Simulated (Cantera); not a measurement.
Input (Python, Cantera):

```python
import numpy as np
import cantera as ct

gas = ct.Solution("gri30.yaml")
gas.TPX = 1250, 470000, {'CO': 1, 'H2': 0.34, 'O2': 0.744, 'N2': 5.29}
reactor = ct.IdealGasReactor(gas, energy="on", clone=False)
net = ct.ReactorNet([reactor])
net.rtol, net.atol = 1e-08, 1e-16
show = ['CO', 'H2', 'O2', 'NO', 'HO2']
times = np.geomspace(9e-06, 4, 15)

steps = ct.SolutionArray(gas, extra=["t"])
rows = []
print(f"{'t/s':>10s}{'T/K':>9s}{'P/Pa':>11s}" + "".join(f"{s:>11s}" for s in show))
for t in times:
    while net.time < t:
        t_next = net.step()
        steps.append(gas.state, t=t_next)
    rows.append([np.interp(t, steps.t, y) for y in (steps.T, steps.P, *steps(*show).X.T)])
    print(f"{t:10.3e}{rows[-1][0]:9.1f}{rows[-1][1]:11.4g}" + "".join(f"{x:11.3e}" for x in rows[-1][2:]))
rate = np.gradient(steps.T, steps.t)
print("integrator steps:", len(steps.t))
if steps.T.max() > steps.T[0] + 200:
    print(f"time of steepest temperature rise: {steps.t[rate.argmax()]:.4e} s")
gas.TPX = 1250, 470000, {'CO': 1, 'H2': 0.34, 'O2': 0.744, 'N2': 5.29}
gas.equilibrate("UV")
print(f"equilibrium (UV): T = {gas.T:.1f} K  " + "  ".join(f"{s} {gas[s].X[0]:.3e}" for s in show))
```

Output:

```
       t/s      T/K       P/Pa         CO         H2         O2         NO        HO2
 9.000e-06   1250.0    4.7e+05  1.356e-01  4.610e-02  1.009e-01  3.309e-14  2.996e-06
 2.279e-05   1526.3  5.658e+05  1.240e-01  1.191e-02  7.587e-02  1.601e-06  1.106e-04
 5.769e-05   2556.8  8.941e+05  3.476e-02  2.024e-03  2.632e-02  2.763e-04  5.942e-06
 1.460e-04   2668.7  9.267e+05  2.459e-02  1.376e-03  2.139e-02  1.008e-03  4.622e-06
 3.697e-04   2669.4  9.266e+05  2.419e-02  1.356e-03  2.047e-02  2.574e-03  4.442e-06
 9.361e-04   2663.0  9.244e+05  2.423e-02  1.365e-03  1.923e-02  5.258e-03  4.178e-06
 2.370e-03   2656.7  9.221e+05  2.429e-02  1.375e-03  1.805e-02  7.833e-03  3.928e-06
 6.000e-03   2654.9  9.215e+05  2.431e-02  1.378e-03  1.772e-02  8.556e-03  3.858e-06
 1.519e-02   2654.8  9.215e+05  2.431e-02  1.378e-03  1.772e-02  8.573e-03  3.856e-06
 3.846e-02   2654.8  9.215e+05  2.431e-02  1.378e-03  1.772e-02  8.573e-03  3.856e-06
 9.736e-02   2654.8  9.215e+05  2.431e-02  1.378e-03  1.772e-02  8.573e-03  3.856e-06
 2.465e-01   2654.8  9.215e+05  2.431e-02  1.378e-03  1.772e-02  8.573e-03  3.856e-06
 6.241e-01   2654.8  9.215e+05  2.431e-02  1.378e-03  1.772e-02  8.573e-03  3.856e-06
 1.580e+00   2654.8  9.215e+05  2.431e-02  1.378e-03  1.772e-02  8.573e-03  3.856e-06
 4.000e+00   2654.8  9.215e+05  2.431e-02  1.378e-03  1.772e-02  8.573e-03  3.856e-06
integrator steps: 1396
time of steepest temperature rise: 2.2915e-05 s
equilibrium (UV): T = 2654.8 K  CO 2.431e-02  H2 1.378e-03  O2 1.772e-02  NO 8.573e-03  HO2 3.856e-06
```

Model: GRI-Mech 3.0 (53 species, 325 reactions), integrated in Cantera. The hydrogen kinetics of GRI-Mech 3.0 are dated; newer H2 mechanisms differ, most at raised pressure.
